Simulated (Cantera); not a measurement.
Feed: 1 mol PbO, 170 mol H₂, at 0.585 Torr.

Equilibrium computed with Cantera from the NASA thermochemical tables; the gas is ideal and each condensed phase is pure. Candidate condensed phases: H₂O, Pb, PbO, PbO₂, Pb₃O₄; 12 gas species. Equilibrium is a limit: real reactors are often held back by kinetics, nucleation or transport.

log p: log10 of the partial pressure in bar; n: condensed amount in mol.

| T (K) | log p H₂ | log p H₂O | log p Pb | log p H | log p OH | n Pb(l) |
|---|---|---|---|---|---|---|
| 800 | -3.11 | -5.34 | -7.21 | … | <-15 | 0.987 |
| 900 | -3.11 | -5.34 | -5.86 | … | <-15 | 0.701 |
| 1000 | -3.11 | -5.34 | -5.34 | … | -15.08 | 0 |
| 1100 | -3.11 | -5.34 | -5.34 | … | -13.72 | 0 |
| 1200 | -3.11 | -5.34 | -5.34 | … | -12.59 | 0 |
| 1300 | -3.11 | -5.34 | -5.34 | … | -11.62 | 0 |
| 1400 | -3.11 | -5.34 | -5.34 | … | -10.80 | 0 |

Question: What belongs in the gaps?

Answer: 
- 800, log p H: -13.09
- 900, log p H: -11.49
- 1000, log p H: -10.20
- 1100, log p H: -9.14
- 1200, log p H: -8.26
- 1300, log p H: -7.51
- 1400, log p H: -6.87
